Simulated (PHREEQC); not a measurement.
Model water analysis in mg/L, 25 °C, pH 6.58, pe 9.7:

| constituent | mg/L |
|---|---|
| Na | 3.2 |
| K | 15.1 |
| Ca | 0.481 |
| Mg | 2.19 |
| Cl | 4.85 |
| S(6) as SO4 | 3.83 |
| Alkalinity as HCO3 | 30.8 |
| Pb | 0.0982 |

Valence states are taken as typed.

All values are PHREEQC results (ion-association model, phreeqc.dat), not measurements.

```
Item                            Result
--------------------  ----------------
ionic strength        0.000864 mol/kgw
charge-balance error             0.6 %
```

| species | molality | activity | log γ |
|---|---|---|---|
| HCO3- | 0.000504 | 0.000487 | -0.014 |
| K+ | 0.000386 | 0.000373 | -0.014 |
| CO2 | 0.000288 | 0.000288 | 0.000 |
| Na+ | 0.000139 | 0.000135 | -0.014 |
| Cl- | 0.000137 | 0.000132 | -0.014 |
| Mg+2 | 8.90e-5 | 7.81e-5 | -0.057 |
| SO4-2 | 3.91e-5 | 3.42e-5 | -0.057 |
| Ca+2 | 1.19e-5 | 1.04e-5 | -0.057 |
| MgSO4 | 6.27e-7 | 6.27e-7 | 0.000 |
| MgHCO3+ | 4.60e-7 | 4.45e-7 | -0.014 |
| H+ | 2.72e-7 | 2.63e-7 | -0.014 |

No solid was allowed to form.
